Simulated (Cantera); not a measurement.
## NO annealing gas

An isothermal, constant-pressure homogeneous reactor starts with 69.4 % NO, 30.6 % N2, at 2175 K and 2670 Pa.

Model: GRI-Mech 3.0 (53 species, 325 reactions), integrated in Cantera. Radical loss at walls, strong at low pressure, is not modelled.

```csv
t (s),x NO,x NO2,x O,x N2O,x N2
7.00e-6,0.694,3.70e-11,3.37e-7,3.36e-7,0.306
3.37e-5,0.694,8.58e-10,1.62e-6,1.61e-6,0.306
0.000162,0.694,1.86e-8,7.88e-6,7.66e-6,0.306
0.000778,0.694,3.45e-7,3.97e-5,3.47e-5,0.306
0.00374,0.694,3.84e-6,0.000225,0.000127,0.306
0.0180,0.691,1.85e-5,0.00119,0.000207,0.307
0.0865,0.668,3.67e-5,0.00252,0.000158,0.318
0.416,0.529,6.81e-5,0.00442,7.91e-5,0.387
2.00,0.109,2.74e-5,0.00763,2.57e-6,0.596
```
x: mole fraction; the columns are a selection and need not sum to one.

Equilibrium at this temperature and pressure: NO 0.0137, NO2 3.71e-6, O 0.00821, N2O 1.12e-7, N2 0.643 (gas phase only).
